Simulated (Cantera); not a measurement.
Input: 1 mol FeS, 0.24 mol SO₃, 6.1 mol H₂O, equilibrated at 0.0280 bar.

Method: chemical equilibrium by Gibbs-energy minimisation in Cantera with the NASA 1993 tables (ideal gas, pure condensed phases). Candidate condensed phases: Fe, FeO, Fe(OH)₂, Fe(OH)₃, FeS, FeSO₄, FeS₂, Fe₂O₃, Fe₂(SO₄)₃, Fe₃O₄, H₂O, H₂SO₄, S; 22 gas species. Metal and sulfide melt together well below either melting point, which pure phases cannot show. Mutual solubility and eutectic melting of coexisting phases are not modelled. The tables' stoichiometric FeO is somewhat more stable than real wüstite, so its field is too wide. FeO, FeS: taken at fixed stoichiometry. Gases not in the tables: S₃ to S₇. Kinetics and transport are ignored.

log p: log10 of the partial pressure in bar; n: condensed amount in mol.

| T (°C) | log p H₂O | log p H₂ | log p SO₂ | log p S₂ | log p H₂S | log p SO | log p SH | n FeS(s) | n Fe₃O₄(s) | n FeO(s) | n FeO(l) |
|---|---|---|---|---|---|---|---|---|---|---|---|
| 702 | -1.58 | -3.74 | -2.89 | -3.97 | -3.48 | -6.78 | ? | 0.817 | 0.0609 | 0 | 0 |
| 802 | -1.59 | -3.37 | -2.88 | -3.77 | -3.45 | -6.12 | ? | 0.778 | 0.0741 | 0 | 0 |
| 902 | -1.60 | -3.06 | -2.87 | -3.59 | -3.43 | -5.57 | ? | 0.718 | 0.0939 | 0 | 0 |
| 1002 | -1.62 | -2.80 | -2.81 | -3.29 | -3.32 | -5.04 | ? | 0.517 | 0 | 0.483 | 0 |
| 1102 | -1.66 | -2.56 | -2.80 | -3.01 | -3.22 | -4.61 | ? | 0.238 | 0 | 0.762 | 0 |
| 1202 | -1.69 | -2.40 | -2.77 | -2.88 | -3.23 | -4.24 | ? | 0 | 0 | 1.000 | 0 |
| 1302 | -1.71 | -2.32 | -2.70 | -2.93 | -3.37 | -3.94 | ? | 0 | 0 | 1.000 | 0 |
| 1402 | -1.74 | -2.25 | -2.63 | -3.00 | -3.52 | -3.69 | ? | 0 | 0 | 0 | 1.000 |
| 1502 | -1.76 | -2.19 | -2.58 | -3.09 | -3.67 | -3.48 | ? | 0 | 0 | 0 | 0.999 |
| 1602 | -1.78 | -2.15 | -2.55 | -3.21 | -3.83 | -3.30 | ? | 0 | 0 | 0 | 0.995 |

Fill in the missing entries.


- 702, log p SH: -7.05
- 802, log p SH: -6.39
- 902, log p SH: -5.84
- 1002, log p SH: -5.29
- 1102, log p SH: -4.81
- 1202, log p SH: -4.47
- 1302, log p SH: -4.29
- 1402, log p SH: -4.14
- 1502, log p SH: -4.03
- 1602, log p SH: -3.96
